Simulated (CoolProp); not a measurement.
A simple Rankine cycle with isobutane: condensing at 318.15 K, boiler at 2.43 MPa, turbine inlet 534.2 K, turbine efficiency 0.65, pump efficiency 0.7, no recuperator. Each further row changes one setting.

Values from CoolProp's reference Helmholtz-energy equation of state, Bücker 2006.

```json
[
 {"case": "as stated", "thermal efficiency (%)": "7.4", "net work (kJ/kg)": "57.5", "heat in (kJ/kg)": "781", "turbine exit temperature (K)": "503.2", "volume ratio over the turbine": "4.05"},
 {"case": "turbine inlet 554.2 K", "thermal efficiency (%)": "7.2", "net work (kJ/kg)": "60.5", "heat in (kJ/kg)": "838", "turbine exit temperature (K)": "523.6", "volume ratio over the turbine": "4.02"},
 {"case": "condensing temperature 310.15 K", "thermal efficiency (%)": "8.3", "net work (kJ/kg)": "66.5", "heat in (kJ/kg)": "801", "turbine exit temperature (K)": "499.2", "volume ratio over the turbine": "4.98"},
 {"case": "boiler pressure 1.7 MPa", "thermal efficiency (%)": "5.6", "net work (kJ/kg)": "44.6", "heat in (kJ/kg)": "791", "turbine exit temperature (K)": "512.0", "volume ratio over the turbine": "2.80"},
 {"case": "turbine efficiency 0.55", "thermal efficiency (%)": "6.1", "net work (kJ/kg)": "47.9", "heat in (kJ/kg)": "781", "turbine exit temperature (K)": "506.9", "volume ratio over the turbine": "4.09"}
]
```
